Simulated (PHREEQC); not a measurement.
Consider water at 94 °C with 0.0028 mol FeSO4, 0.00038 mol MgSO4, 0.00027 mol HCl and 0.003 mol Na2SO4 per kg of water. Closed to the air; pH follows from the charge balance.

Model: ion-association model, phreeqc.dat, run in PHREEQC.

**Question.** The ionic strength comes out as 0.0158 mol/kgw. What activity coefficients do FeHSO4+, Fe+2, H+, Mg+2, NaSO4- get?

**Answer.** FeHSO4+ 0.86, Fe+2 0.58, H+ 0.88, Mg+2 0.58, NaSO4- 0.87.

Precipitation was switched off in this run. Complexes and solids missing from the database can't appear. Constants without temperature data keep their 25 °C values here.
